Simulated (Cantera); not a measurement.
# Thermodynamics of silicon etching in halogen gases, feed Si + HF + H2

Charge: 1 mol Si, 3.6 mol HF, 0.54 mol H2, held at 1.00 Torr.

Equilibrium computed with Cantera from the NASA thermochemical tables; the gas is ideal and each condensed phase is pure. Candidate condensed phases: Si; 25 gas species. The tables' values for SiF3, SiF2 are old estimates; treat these amounts as uncertain. The numbers say what is thermodynamically allowed, not how fast it happens.

| T (K) | log p H2 | log p SiF4 | log p SiF3 | log p SiHF3 | n Si(s) |
|---|---|---|---|---|---|
| 1000 | -3.02 | -3.44 | -5.78 | -5.08 | 0.0939 |
| 1025 | -3.02 | -3.44 | -5.62 | -5.08 | 0.0934 |
| 1050 | -3.02 | -3.44 | -5.47 | -5.07 | 0.0927 |
| 1075 | -3.02 | -3.44 | -5.33 | -5.06 | 0.0918 |
| 1100 | -3.02 | -3.45 | -5.20 | -5.06 | 0.0907 |
| 1125 | -3.02 | -3.45 | -5.07 | -5.05 | 0.0892 |
| 1150 | -3.02 | -3.45 | -4.95 | -5.05 | 0.0874 |
| 1175 | -3.02 | -3.45 | -4.83 | -5.04 | 0.0850 |
| 1200 | -3.02 | -3.46 | -4.72 | -5.04 | 0.0820 |
| 1225 | -3.02 | -3.47 | -4.61 | -5.04 | 0.0783 |
log p: log10 of the partial pressure in bar; n: condensed amount in mol.

From 1000 K to 1225 K the condensed part is Si(s). The main Si-bearing gas is SiF4 throughout. The share of Si in condensed phases is highest at 1000 K (9.4 %) and lowest at 1225 K (7.8 %).
